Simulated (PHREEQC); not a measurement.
A PHREEQC speciation (ion-association model, phreeqc.dat) at 15 °C gives pH 5.86 and these molalities:

```tsv
species	mol/kgw
Zn+2	0.0103
SO4-2	0.00983
ZnSO4	0.00527
Zn(SO4)2-2	0.000467
Mg+2	3.61e-5
MgSO4	1.59e-5
ZnOH+	2.18e-6
H+	1.61e-6
HSO4-	6.38e-7
Zn(OH)2	3.26e-8
```

What are the element totals, and what could have been dissolved in 1 kg of water to give them?

Several could match; the one computed here: totals Mg 5.20e-5, S(6) 0.0160, Zn 0.0160 mol/kgw, from 0.016 mol/kgw ZnSO4 and 5.2e-05 mol/kgw MgSO4.

Precipitation was switched off in this run.
